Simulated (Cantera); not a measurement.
Charge: 1 mol CH₂F₂, 0.28 mol H₂, held at 133 Pa.

Method: chemical equilibrium by Gibbs-energy minimisation in Cantera with the NASA 1993 tables (ideal gas, pure condensed phases). Candidate condensed phases: C, C₆H₆, C₇H₈, C₈H₁₈; 110 gas species. Ions and electrons are included (thermal ionisation). Rates play no part.

Problem. Which condensed phases are stable at each of these points (T (°C)): 1727, 1977, 2227, 2477, 2727, 2977, 3227, 3477, 3727, 3977, 4227, 4477, 4727?

Solution. 
```csv
T (°C),condensed phases,C condensed (%)
1727,C(graphite),100.0
1977,C(graphite),99.8
2227,C(graphite),99.3
2477,C(graphite),86.9
2727,gas only,0.0
2977,gas only,0.0
3227,gas only,0.0
3477,gas only,0.0
3727,gas only,0.0
3977,gas only,0.0
4227,gas only,0.0
4477,gas only,0.0
4727,gas only,0.0
```

From 1727 °C to 2477 °C the condensed part is C(graphite). From 2727 °C to 4727 °C nothing is condensed.
